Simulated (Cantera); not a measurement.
A perfectly stirred reactor is fed with 3.78 % CO, 0.223 % H₂, 4.16 % CH₄, 24.9 % O₂, 66.9 % N₂, at 10.0 bar; it is adiabatic with a 623 K inlet, and is followed from long to short residence time, starting on the burning branch (τ in s: 0.037, 0.018, 0.0085, 0.004, 0.0019, 0.00091, 0.00043, 0.00021, 9.8e-05, 4.7e-05, 2.2e-05, 1.1e-05, 5e-06).

Cantera simulation using GRI-Mech 3.0 (53 species, 325 reactions); the numbers are that mechanism's predictions, not measurements.

x: mole fraction; the columns are a selection and need not sum to one.

```
τ (s)    T (K)      x CO      x H₂     x CH₄    x CH₂   x CO₂   x CH₂CO
-------  -----  --------  --------  --------  -------  ------  --------
0.037     1861  0.000161   1.15e-5   4.67e-6  4.08e-9  0.0808  4.35e-10
0.018     1860  0.000279   1.57e-5   8.58e-6  8.30e-9  0.0807   1.41e-9
0.0085    1858  0.000493   2.35e-5   1.54e-5  1.72e-8  0.0804   4.28e-9
0.0040    1854  0.000864   3.72e-5   2.69e-5  3.53e-8  0.0800   1.17e-8
0.0019    1848   0.00149   6.05e-5   4.58e-5  6.99e-8  0.0793   2.90e-8
0.00091   1838         ?         ?         ?        ?  0.0782         ?
0.00043   1821   0.00450  0.000167  0.000136  2.52e-7  0.0761   1.61e-7
0.00021   1790   0.00797  0.000280  0.000248  4.45e-7  0.0723   4.02e-7
9.8e-5    1692    0.0195  0.000642  0.000773  7.08e-7  0.0597   2.78e-6
4.7e-5     623    0.0378   0.00223    0.0416   <1e-12  <1e-12    <1e-12
2.2e-5     623    0.0378   0.00223    0.0416   <1e-12  <1e-12    <1e-12
1.1e-5     623    0.0378   0.00223    0.0416   <1e-12  <1e-12    <1e-12
5.0e-6     623    0.0378   0.00223    0.0416   <1e-12  <1e-12    <1e-12
```

Problem. What belongs in the gaps?

Solution. 
- 0.00091, x CO: 0.00257
- 0.00091, x H₂: 9.92e-5
- 0.00091, x CH₄: 7.75e-5
- 0.00091, x CH₂: 1.34e-7
- 0.00091, x CH₂CO: 6.78e-8
